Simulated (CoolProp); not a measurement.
Vapour-liquid equilibrium of R143a (1) + isobutene (2) at 4.55 °C; x and y are mole fractions of (1).

Values from CoolProp's multi-fluid Helmholtz-energy mixture model, Lemmon and Jacobsen 2000 and Lemmon 2005; pair parameters Bell 2016.

Problem. Give the bubble pressure and the first vapour's composition at x = 0.125, 0.425, 0.5. Is there an azeotrope?

Solution. x = 0.125: 3.078 bar, y = 0.525; x = 0.425: 4.970 bar, y = 0.758; x = 0.5: 5.281 bar, y = 0.787. No azeotrope shows between x = 0.05 and 0.95.

Pair parameters are fitted to limited data, so mixtures are less certain than the pure fluids.
